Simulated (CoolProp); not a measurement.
A Linde-Hampson liquefier for nitrogen: isothermal reversible compression at 230 K from 1 atm to 10 MPa, throttling to 1 atm, return gas leaving the recuperator 2 K below the feed. Each further row changes one setting.

Model: reference Helmholtz-energy equation of state, Span 2000, in CoolProp.

```tsv
case	liquid yield per pass	compression work (kJ/kg of gas)
as stated	(withheld)	307
high pressure 20 MPa	(withheld)	351
warm-end temperature 260 K	(withheld)	351
warm-end gap 7 K	(withheld)	307
```

Fill in the missing entries.


- as stated, liquid yield per pass: 0.093
- high pressure 20 MPa, liquid yield per pass: 0.156
- warm-end temperature 260 K, liquid yield per pass: 0.063
- warm-end gap 7 K, liquid yield per pass: 0.079
